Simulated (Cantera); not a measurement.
## Premixed flame

A freely propagating, adiabatic, planar premixed flame of 2.97 % C3H8, 20.4 % O2, 76.7 % N2, equivalence ratio 0.73, unburnt at 300 K and 2.80 bar; multicomponent+Soret transport, grid criteria slope 0.08 and curve 0.16, no radiation.

Model: GRI-Mech 3.0 (53 species, 325 reactions), integrated in Cantera. GRI-Mech 3.0 was tuned for natural gas; its chemistry of propane as a main component is partial and can be far from experiment. Burning velocities carry a grid error of a few per cent, more on coarse grids.

| z (mm) | T (K) | u (m/s) | x C3H8 | x O2 | x OH | x HCN | x C2H6 | x CH3 |
|---|---|---|---|---|---|---|---|---|
| -0.649 | 300 | 0.217 | 0.0297 | 0.204 | <1e-8 | <1e-8 | 1.06e-8 | <1e-8 |
| -0.432 | 302 | 0.219 | 0.0297 | 0.203 | <1e-8 | <1e-8 | 1.52e-7 | <1e-8 |
| -0.324 | 311 | 0.225 | 0.0298 | 0.203 | <1e-8 | <1e-8 | 1.33e-6 | <1e-8 |
| -0.216 | 384 | 0.279 | 0.0300 | 0.197 | 1.33e-8 | <1e-8 | 2.09e-5 | <1e-8 |
| -0.108 | 779 | 0.576 | 0.0231 | 0.161 | 3.31e-6 | 4.56e-8 | 0.000238 | 1.71e-5 |
| -0.0541 | 1152 | 0.866 | 0.00991 | 0.124 | 5.92e-5 | 1.00e-7 | 0.000447 | 0.000343 |
| 0 | 1524 | 1.16 | 0.000355 | 0.0848 | 0.00112 | 1.73e-7 | 6.38e-5 | 0.000358 |
| 0.0541 | 1688 | 1.28 | 1.47e-7 | 0.0665 | 0.00314 | 1.18e-7 | 1.15e-7 | 1.69e-5 |
| 0.108 | 1763 | 1.33 | <1e-8 | 0.0602 | 0.00386 | 3.86e-8 | <1e-8 | 6.14e-7 |
| 0.216 | 1845 | 1.38 | <1e-8 | 0.0555 | 0.00380 | <1e-8 | <1e-8 | <1e-8 |
| 0.432 | 1906 | 1.42 | <1e-8 | 0.0530 | 0.00287 | <1e-8 | <1e-8 | <1e-8 |
| 0.865 | 1936 | 1.44 | <1e-8 | 0.0522 | 0.00178 | <1e-8 | <1e-8 | <1e-8 |
| 1.73 | 1947 | 1.45 | <1e-8 | 0.0520 | 0.00113 | <1e-8 | <1e-8 | <1e-8 |
x: mole fraction of selected species; z is measured from the peak of heat release.

```json
{
  "laminar_burning_velocity": "21.7 cm/s",
  "thermal_thickness": "0.216 mm",
  "peak x(OH)": "0.00396",
  "peak x(HCN)": "1.78e-7",
  "peak x(C2H6)": "0.000447",
  "peak x(CH3)": "0.000572"
}
```
